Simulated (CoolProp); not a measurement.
Vapour-liquid equilibrium of n-butane (1) + trans-2-butene (2) at 21 kPa; x and y are mole fractions of (1).

The numbers come from the multi-fluid Helmholtz-energy mixture model, Bücker 2006 and Lemmon 2005; pair parameters Bell 2016 in CoolProp.

| x | bubble temperature (°C) | y at the bubble point | dew temperature at overall composition x (°C) | liquid density (mol/L) |
|---|---|---|---|---|
| 0.05 | -34.5 | 0.059 | -34.5 | 11.80 |
| 0.15 | -34.8 | 0.169 | -34.8 | 11.71 |
| 0.25 | -35.1 | 0.273 | -35.0 | 11.61 |
| 0.35 | -35.3 | 0.372 | -35.2 | 11.53 |
| 0.45 | -35.4 | 0.469 | -35.4 | 11.44 |
| 0.55 | -35.6 | 0.565 | -35.5 | 11.35 |
| 0.65 | -35.6 | 0.660 | -35.6 | 11.26 |
| 0.75 | -35.7 | 0.756 | -35.7 | 11.18 |
| 0.85 | -35.8 | 0.853 | -35.8 | 11.10 |
| 0.95 | -35.8 | 0.951 | -35.8 | 11.01 |

No azeotrope shows between x = 0.05 and 0.95.

Pair parameters are fitted to limited data, so mixtures are less certain than the pure fluids.
